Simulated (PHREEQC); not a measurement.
Solution A (0.11 mol KOH, 7.9e-05 mol Fe(NO3)3 and 0.018 mol CO2 per kg of water) is mixed with solution B (0.0035 mol/kgw Na2SO4) at 25 °C; shares are by mass of water, 1 kg in all. Oxygen alone is held at its pressure in air (log pO2 = -0.68). The system is closed to CO2. Solids allowed: Hematite, Jarosite-K, Jarosite-Na, Mirabilite, Nahcolite, Natron. Others were left out.

The series has 21 steps of share of solution B, from 0 to 1.

The numbers come from PHREEQC with the ion-association model, wateq4f.dat.

**Question.** Which solids form, in which order, and at which step of the series does each first stand?

**Answer.** Hematite from the start (pH 12.74), last present at share of solution B = 0.95.

**Question.** Between which two steps does the pH jump most, and from what to what?

**Answer.** Between share of solution B = 0.95 and 1: from 11.51 to 7.04.

Complexes and solids missing from the database can't appear.
